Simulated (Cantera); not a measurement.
A closed system holds: 1 mol BN, 3.3 mol HF, 22 mol Cl2, held at 627 °C and 40.0 mbar.

Equilibrium computed with Cantera from the NASA thermochemical tables; the gas is ideal and each condensed phase is pure. Candidate condensed phases: B, BN, NH4Cl; 40 gas species. Rates play no part.

Base state: Cl2 0.810, HCl 0.119, BF3 0.0395, N2 0.0198, HF 0.0119, Cl 0.000333 (mole fractions); condensed: gas only.

**Question.** What changes in the equilibrium state with this change: HF from 3.3 to 2.8 mol?

**Answer.** 
| species | before | after |
|---|---|---|
| Cl2 | 0.810 | 0.826 |
| HCl | 0.119 | 0.113 |
| BF3 | 0.0395 | 0.0376 |
| HF | 0.0119 | 5.37e-5 |
| N2 | 0.0198 | 0.0202 |
| BCl3 | <1e-9 | 0.00271 |
| Cl | 0.000333 | 0.000336 |
